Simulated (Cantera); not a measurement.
Feed: 1 mol Si, 2.8 mol F2, 31 mol N2, equilibrated at 0.00640 bar.

Equilibrium computed with Cantera from the NASA thermochemical tables; the gas is ideal and each condensed phase is pure. Candidate condensed phases: Si, Si3N4; 16 gas species. Kinetics and transport are ignored. All values below are at 675 K.

Base state: N2 0.948, SiF4 0.0307, F2 0.0131, NF3 0.00725, F 0.00123 (mole fractions); condensed: gas only.

Question: What changes in the equilibrium state with this change: N2 from 31 to 2.7 mol?

Answer: 
| species | before | after |
|---|---|---|
| N2 | 0.948 | 0.607 |
| SiF4 | 0.0307 | 0.239 |
| NF3 | 0.00725 | 0.0775 |
| F2 | 0.0131 | 0.0736 |
| F | 0.00123 | 0.00291 |
